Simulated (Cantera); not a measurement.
An isothermal, constant-pressure homogeneous reactor starts with H₂ : O₂ = 0.032 : 1 (molar parts), at 1450 K and 0.00286 atm.

Model: the H2/O2 subset of GRI-Mech 3.0, which has no nitrogen chemistry, integrated in Cantera. Radical loss at walls, strong at low pressure, is not modelled.

x: mole fraction; the columns are a selection and need not sum to one.

```csv
t (s),x H₂,x O₂,x O,x OH,x H₂O₂
0.000900,0.0310,0.969,5.53e-7,…,3.74e-10
0.00247,0.0310,0.969,1.62e-5,…,2.37e-9
0.00678,0.00690,0.948,0.0160,…,1.20e-8
0.0186,0.000344,0.941,0.0250,0.00430,5.87e-9
0.0511,0.000341,0.941,0.0248,0.00428,5.86e-9
0.140,0.000333,0.942,0.0241,0.00423,5.82e-9
0.385,0.000312,0.943,0.0224,0.00410,5.71e-9
1.06,0.000262,0.948,0.0186,…,5.42e-9
2.90,0.000171,0.955,0.0119,…,4.68e-9
7.96,7.08e-5,0.963,0.00478,…,3.23e-9
21.9,1.78e-5,0.967,0.00118,…,1.61e-9
60.0,3.52e-6,0.968,0.000231,…,6.21e-10
```

Fill in the missing entries.


- 0.000900, x OH: 4.91e-7
- 0.00247, x OH: 1.41e-5
- 0.00678, x OH: 0.00725
- 1.06, x OH: 0.00377
- 2.90, x OH: 0.00306
- 7.96, x OH: 0.00198
- 21.9, x OH: 0.000992
- 60.0, x OH: 0.000441
